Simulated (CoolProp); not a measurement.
Vapour-liquid equilibrium of R152A (1) + isobutene (2) at 1.03 bar; x and y are mole fractions of (1).

Values from CoolProp's multi-fluid Helmholtz-energy mixture model, Outcalt 1996 and Lemmon 2005; pair parameters Bell 2016.

**Question.** Give the bubble temperature and the first vapour's composition at x = 0.275, 0.575, 0.8. Is there an azeotrope?

**Answer.** x = 0.275: -20.8 °C, y = 0.554; x = 0.575: -24.0 °C, y = 0.696; x = 0.8: -24.7 °C, y = 0.802. y crosses x between x = 0.8 and 0.875: the model has an azeotrope there.

Pair parameters are fitted to limited data, so mixtures are less certain than the pure fluids.
